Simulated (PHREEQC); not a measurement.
Make-up at 77 °C: 0.0057 mol H3PO4 and 0.05 mol HF per kg of water. Closed to the air; pH follows from the charge balance.

The numbers come from PHREEQC with the ion-association model, phreeqc.dat.

The pH comes out as 2.29 and the ionic strength is 0.00552 mol/kgw. The total alkalinity is -55.7 meq/kg.

```tsv
species	molality	activity	log γ
HF	0.0466	0.0467	0.001
H+	0.00552	0.00510	-0.034
H3PO4	0.00307	0.00307	0.001
H2PO4-	0.00263	0.00242	-0.037
F-	0.00240	0.00220	-0.039
HF2-	0.000484	0.000443	-0.038
```

No solid was allowed to form. At this temperature some constants are extrapolated from 25 °C, and those without enthalpy data are left unchanged.
